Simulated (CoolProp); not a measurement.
Vapour-liquid equilibrium of propylene (1) + R114 (2) at 1.09 MPa; x and y are mole fractions of (1).

Values from CoolProp's multi-fluid Helmholtz-energy mixture model, Lemmon 2013 and Platzer 1990; pair parameters Bell 2016. This equation is an older, rougher fit; its heat capacities, sound speeds and derivatives of the liquid may be far off and weren't checked against measurements.

| x | bubble temperature (°C) | y at the bubble point | dew temperature at overall composition x (°C) | liquid density (mol/L) |
|---|---|---|---|---|
| 0.05 | 80.8 | 0.143 | 85.0 | 7.443 |
| 0.2 | 63.5 | 0.473 | 78.1 | 8.155 |
| 0.35 | 50.5 | 0.669 | 70.5 | 8.829 |
| 0.5 | 41.1 | 0.785 | 61.9 | 9.483 |
| 0.65 | 34.3 | 0.862 | 51.8 | 10.16 |
| 0.8 | 28.9 | 0.922 | 39.8 | 10.91 |
| 0.95 | 24.2 | 0.980 | 26.6 | 11.79 |

No azeotrope shows between x = 0.05 and 0.95.

Pair parameters are fitted to limited data, so mixtures are less certain than the pure fluids.
